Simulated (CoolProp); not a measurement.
Vapour pressure (MPa) of octamethylcyclotetrasiloxane (D4): the reference equation beside estimates from Tc = 586.5 K, pc = 1.347 MPa, ω = 0.598. Clausius-Clapeyron is anchored at 426 K with a constant enthalpy of vaporisation of 41.43 kJ/mol.

The numbers come from the reference Helmholtz-energy equation of state, Thol 2015 in CoolProp.

```tsv
T (K)	reference	Lee-Kesler	Clausius-Clapeyron	van der Waals	Redlich-Kwong	Soave-Redlich-Kwong	Peng-Robinson
410.7	0.03415	0.03415	0.03520	0.2706	0.1182	0.03417	0.03490
415.8	0.04009	0.04006	0.04085	0.2881	…	0.04011	0.04083
420.9	0.04682	0.04677	0.04723	0.3063	0.1448	0.04686	0.04756
426	0.05442	0.05434	0.05442	0.3252	0.1597	0.05448	0.05515
431.1	0.06297	0.06286	0.06250	0.3449	0.1756	0.06306	0.06368
436.2	0.07254	0.07240	0.07155	0.3653	0.1926	0.07269	0.07323
441.4	0.08343	0.08326	0.08185	0.3870	0.2110	0.08367	0.08412
446.5	0.09532	0.09511	0.09312	0.4089	0.2303	…	0.09600
451.6	0.1085	0.1083	…	0.4317	0.2508	0.1090	0.1092
456.7	0.1230	0.1228	0.1195	0.4553	0.2726	0.1238	0.1237
```

Fill in the missing entries.


- 415.8, Redlich-Kwong: 0.1310
- 446.5, Soave-Redlich-Kwong: 0.09568
- 451.6, Clausius-Clapeyron: 0.1056

Absolute difference from the reference over all 10 rows, mean and median: Lee-Kesler 0.1 and 0.2 %, Clausius-Clapeyron 1.8 and 1.9 %, van der Waals 447.5 and 425.7 %, Redlich-Kwong 176.7 and 172.2 %, Soave-Redlich-Kwong 0.2 and 0.2 %, Peng-Robinson 1.2 and 1.0 %.
